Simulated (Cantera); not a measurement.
A closed system holds: 1 mol C2F6, 0.051 mol HCl, at 3298 K and 5.90 mbar.

Equilibrium computed with Cantera from the NASA thermochemical tables; the gas is ideal and each condensed phase is pure. The feed counts by its element totals alone. Equilibrium is a limit: real reactors are often held back by kinetics, nucleation or transport.

```
species    before     after
-------  --------  --------
F           0.810     0.812
CF         0.0623    0.0676
C3         0.0518    0.0546
C          0.0430    0.0341
C2         0.0147    0.0130
CF2       0.00233   0.00340
H         0.00164   0.00126
C5       0.000312  0.000403
C4       0.000145  0.000160
HF        0.00586   0.00631
Cl        0.00751   0.00758
```
Gas species are given as mole fractions.

**Question.** Name the change that produced these shifts.
(A) temperature from 3298 K to 3248.15 K
(B) pressure from 5.90 mbar to 0.100 bar
(C) 0.084 mol Cl2 added
(D) HCl from 0.051 to 0.23 mol

**Answer.** A, temperature from 3298 K to 3248.15 K
